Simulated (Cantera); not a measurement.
Charge: 1 mol SiH4, 0.29 mol C2H4, 29 mol H2, held at 2098 K and 68.3 Torr.

Cantera equilibrium calculation (NASA polynomials, part measured and part estimated; ideal gas, pure solids and liquids). Mutual solubility and eutectic melting of coexisting phases are not modelled. Gases not in the tables: Si2H6 and higher silanes. Kinetics and transport are ignored.

```tsv
species	before	after
H2	0.988	0.998
H	0.0101	0.00178
Si	0.00144	7.09e-5
Si2C	5.83e-5	9.74e-7
Si2	1.86e-5	4.96e-7
SiH	0.000234	2.12e-5
SiH2	0.000178	4.21e-5
Si(l), mol	0.358	0.416
SiC(s), mol	0.577	0.580
```
Gas species are given as mole fractions.

Problem. Name the change that produced these shifts.
(A) pressure from 68.3 Torr to 165 Torr
(B) SiH4 replaced by Si(CH3)4
(C) temperature from 2098 K to 1850 K
(D) pressure from 68.3 Torr to 1.00 Torr

Solution. C, temperature from 2098 K to 1850 K
